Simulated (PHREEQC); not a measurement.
0.026 g of hydrous ferric oxide (600 m²/g; 0.2 weak and 0.005 strong sites per Fe, Dzombak-Morel constants, diffuse double layer) in 1 kg of water with 0.001 mol/kgw of an inert sodium salt and 2.4e-06 mol/kgw CaCl2 and 1.1e-07 mol/kgw H3BO3, at 25 °C; the pH is set by adding NaOH or the inert anion's acid. Oxygen alone is held at its pressure in air (log pO2 = -0.68). The system is closed to CO2. Precipitation was switched off in this run.

Base run: PHREEQC, ion-association model, wateq4f.dat. Each further column changes one thing. The table gives Ca sorbed (%).

```csv
pH,base,no electrostatic term (-no_edl),background salt from 0.001 to 0.0001 mol/kgw,oxide from 0.026 to 0.13 g/kgw
4,0.0,0.0,0.0,0.0
4.5,0.0,0.0,0.0,0.0
5.5,0.0,0.2,0.0,0.0
6,0.0,0.6,0.0,0.0
6.5,0.0,1.6,0.0,0.0
7.5,0.6,6.2,0.6,3.0
8,5.1,7.8,5.5,21.4
8.5,24.6,8.2,26.1,68.0
9.5,87.8,6.7,89.2,99.4
10,98.3,6.1,98.6,99.9
```
